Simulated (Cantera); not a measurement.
BCl3 + O2 + H2 (boron, boron nitride and boron oxide)

Charge: 1 mol BCl3, 0.5 mol O2, 95 mol H2, equilibrated at 1473.15 K and 88.0 Pa.

Method: chemical equilibrium by Gibbs-energy minimisation in Cantera with the NASA 1993 tables (ideal gas, pure condensed phases). Candidate condensed phases: B, B2O3, B3O3H3, H2O; 33 gas species. The tables' values for BOCl, BCl are old estimates; treat these amounts as uncertain. Rates play no part.

```json
{
  "x(H2)": "0.959",
  "x(HCl)": "0.0305",
  "x(HBO)": "0.00846",
  "x(B2O2)": "0.000598",
  "x(H)": "0.000419",
  "x(BOCl)": "0.000369",
  "x(BO)": "0.000100",
  "x(BCl)": "7.24e-5",
  "x(HBO2)": "4.62e-5",
  "gas_amount": "97.03 mol",
  "log10 activity of B(s) (absent)": "-0.38",
  "log10 activity of B3O3H3(s) (absent)": "-13.78"
}
```
